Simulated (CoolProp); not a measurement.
Properties of propane along the isotherm 405.7 K (Tc = 369.9 K, pc = 4.251 MPa, ω = 0.152).

The numbers come from the reference Helmholtz-energy equation of state, Lemmon 2009 in CoolProp.

```
p (MPa)          phase  cv (kJ/(kg K))  speed of sound (m/s)  Joule-Thomson coefficient (K/MPa)  conductivity (mW/(m K))  Prandtl number
-------  -------------  --------------  --------------------  ---------------------------------  -----------------------  --------------
1.18               gas           1.986                 272.4                              7.385                     32.9           0.764
2.36               gas           2.019                 253.6                              8.032                     34.5           0.813
3.54               gas           2.061                 232.8                              8.790                     36.9           0.910
4.72     supercritical           2.114                 210.9                              9.507                     40.7            1.11
5.9      supercritical           2.177                 193.0                              9.360                     47.8            1.60
7.09     supercritical           2.202                 202.9                              6.634                     57.1            2.30
8.27     supercritical           2.171                 248.5                              3.862                     62.2            2.33
9.45     supercritical           2.146                 296.6                              2.489                     65.5            2.25
10.6     supercritical           2.132                 337.7                              1.778                     68.0            2.21
```

Viscosity comes from a separate model (Vogel 1998). Thermal conductivity comes from a separate model (Marsh 2002).
